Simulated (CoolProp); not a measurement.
Computed with CoolProp (reference Helmholtz-energy equation of state, de Reuck 1990).

For fluorine, give the phase and the cp (kJ/(kg K)), cv (kJ/(kg K)) at 159.3 K and 0.535 MPa; 159.3 K and 3.64 MPa; 159.3 K and 6.91 MPa.


- 159.3 K and 0.535 MPa: gas; cp 0.807, cv 0.563
- 159.3 K and 3.64 MPa: gas; cp 1.15, cv 0.628
- 159.3 K and 6.91 MPa: supercritical; cp 2.68, cv 0.728
